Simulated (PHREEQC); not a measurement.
A PHREEQC input (ion-association model, phreeqc.dat):

```
SOLUTION 1
  temp 20
  units mg/L
  pH 7.5
  pe 12
  Na 37.5
  K 0.0257
  Ca 32.9
  Mg 12.1
  Cl 65.7
  S(6) 30.5 as SO4
  Alkalinity 109 as HCO3 charge
  Li 0.00663
END
USE solution 1
EQUILIBRIUM_PHASES 1
  CO2(g) -2.5 10
END
```

It stops with these messages:

```
ERROR: Alkalinity cannot be used with charge balance or solution phase boundary constraints.
ERROR: Program terminating due to input errors.
```

The fault: charge balance asked on alkalinity. The line should read `as HCO3` where the input has `as HCO3 charge`. With the mend the run ends at pH 7.50 and ionic strength 0.00572 mol/kgw.
